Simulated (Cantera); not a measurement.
What does this Cantera script print?

```python
import numpy as np
import cantera as ct

gas_names = [...]  # 123 gases of nasa_gas.yaml made of C, H, O, Si
cond_names = """
    C(gr) C6H6(L) C7H8(L) C8H18(L),n-octa H2O(s) H2O(L) Si(cr) Si(L) SiC(b) SiO2(Lqz) SiO2(hqz) SiO2(L)
""".split()


# ... load() reads the species with a 1 bar reference pressure and builds the phases ...
atoms = {
    'SiC': {'Si': 1, 'C': 1},
    'CO2': {'C': 1, 'O': 2},
    'H2': {'H': 2},
}
top_T = {'C(gr)': 4500, 'SiC(b)': 3050}  # K; cautious upper limits of use, not melting points


# ... equilibrate(T, P, feed) seeds the gas with the atoms and calls Mixture.equilibrate('TP', solver="vcs", rtol=1e-11, max_steps=5000) ...
results = []
feed = {'SiC': 1, 'CO2': 0.15, 'H2': 36}  # mol
P = 100000  # Pa
for T in [1000, 1100, 1200, 1300, 1400, 1500, 1600, 1700]:
    mix = equilibrate(T, P, feed)
    results.append((T, P, feed, dict(zip(mix.species_names, mix.species_moles))))
    x = sorted(zip(gas.X, gas.species_names), reverse=True)
    print(f"T = {T:g} K  P = {P:g} Pa  gas = {mix.phase_moles(0):.4g} mol")
    print("   x: " + "  ".join(f"{s} {v:.3e}" for v, s in x if v > 1e-06))
    print("   condensed (mol): " + ("  ".join(f"{mix.phase(i).name} {mix.phase_moles(i):.4g}"
          for i in range(1, mix.n_phases) if mix.phase_moles(i) > 1e-12) or "none"))
```

It prints:

```
T = 1000 K  P = 100000 Pa  gas = 35.7 mol
   x: H2 9.916e-01  CH4 8.403e-03
   condensed (mol): SiC(b) 0.85  SiO2(hqz) 0.15
T = 1100 K  P = 100000 Pa  gas = 35.7 mol
   x: H2 9.916e-01  CH4 8.403e-03
   condensed (mol): SiC(b) 0.85  SiO2(hqz) 0.15
T = 1200 K  P = 100000 Pa  gas = 35.7 mol
   x: H2 9.916e-01  CH4 8.369e-03  CO 2.154e-05  H2O 1.029e-06
   condensed (mol): SiC(b) 0.8504  SiO2(hqz) 0.1496
T = 1300 K  P = 100000 Pa  gas = 35.75 mol
   x: H2 9.919e-01  CH4 7.575e-03  CO 5.399e-04  H2O 4.986e-06  C2H4 1.562e-06  H 1.102e-06
   condensed (mol): SiC(b) 0.8597  SiO2(hqz) 0.1403
T = 1400 K  P = 100000 Pa  gas = 35.98 mol
   x: H2 9.932e-01  CH4 3.599e-03  CO 3.152e-03  H2O 1.381e-05  SiO 5.527e-06  H 4.848e-06  C2H2,acetylene 1.784e-06  C2H4 1.476e-06
   condensed (mol): SiC(b) 0.9069  SiO2(hqz) 0.09295
T = 1500 K  P = 100000 Pa  gas = 36.15 mol
   x: H2 9.940e-01  CO 4.933e-03  CH4 9.215e-04  SiO 7.342e-05  H2O 2.321e-05  H 1.755e-05  C2H2,acetylene 1.181e-06
   condensed (mol): SiC(b) 0.9383  SiO2(hqz) 0.05909
T = 1600 K  P = 100000 Pa  gas = 36.22 mol
   x: H2 9.933e-01  CO 5.607e-03  SiO 7.639e-04  CH4 2.350e-04  H 5.419e-05  H2O 3.336e-05
   condensed (mol): SiC(b) 0.9383  SiO2(hqz) 0.034
T = 1700 K  P = 100000 Pa  gas = 36.3 mol
   x: H2 9.915e-01  CO 6.127e-03  SiO 2.111e-03  H 1.467e-04  CH4 1.174e-04  H2O 2.689e-05  SiH2 1.915e-06
   condensed (mol): SiC(b) 0.9233
```

Equilibrium computed with Cantera from the NASA thermochemical tables; the gas is ideal and each condensed phase is pure. Mutual solubility and eutectic melting of coexisting phases are not modelled. The tables hold silica as quartz up to 1696 K and as liquid above; real silica turns to tridymite and cristobalite and melts near 1996 K.
